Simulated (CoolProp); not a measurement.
A single-stage vapour-compression cycle with the fluid: evaporating at 234.15 K (dew point), condensing at 300.15 K (bubble point), superheat 2 K, subcooling 2 K, compressor efficiency 0.85, no pressure losses. The same conditions are run with several fluids, on thermodynamics alone (safety and materials aside).

Model: reference Helmholtz-energy equation of state of each fluid (trans-2-butene: Lemmon 2005; R410A: Lemmon 2003; isobutane: Bücker 2006; R115: Lemmon 2016; cis-2-butene: Lemmon 2005; R407C: Lemmon 2003), in CoolProp. Blends and air are pseudo-pure fits.

```json
[
 {"fluid": "trans-2-butene", "cooling COP": "2.39", "pressure ratio": "?", "discharge temperature (K)": "325.6", "refrigerating effect (kJ/kg)": "302", "volumetric capacity (kJ/m³)": "142"},
 {"fluid": "R410A", "cooling COP": "2.15", "pressure ratio": "9.55", "discharge temperature (K)": "349.8", "refrigerating effect (kJ/kg)": "168", "volumetric capacity (kJ/m³)": "1210"},
 {"fluid": "isobutane", "cooling COP": "?", "pressure ratio": "12.3", "discharge temperature (K)": "312.9", "refrigerating effect (kJ/kg)": "?", "volumetric capacity (kJ/m³)": "224"},
 {"fluid": "R115", "cooling COP": "?", "pressure ratio": "?", "discharge temperature (K)": "300.1", "refrigerating effect (kJ/kg)": "61.9", "volumetric capacity (kJ/m³)": "520"},
 {"fluid": "cis-2-butene", "cooling COP": "2.42", "pressure ratio": "16.3", "discharge temperature (K)": "335.5", "refrigerating effect (kJ/kg)": "320", "volumetric capacity (kJ/m³)": "129"},
 {"fluid": "R407C", "cooling COP": "1.96", "pressure ratio": "13.9", "discharge temperature (K)": "?", "refrigerating effect (kJ/kg)": "?", "volumetric capacity (kJ/m³)": "629"}
]
```

Fill in the missing entries.


- trans-2-butene, pressure ratio: 15.3
- isobutane, cooling COP: 2.28
- isobutane, refrigerating effect (kJ/kg): 246
- R115, cooling COP: 1.88
- R115, pressure ratio: 9.30
- R407C, discharge temperature (K): 347.3
- R407C, refrigerating effect (kJ/kg): 153

The compression ends wet for: R115.
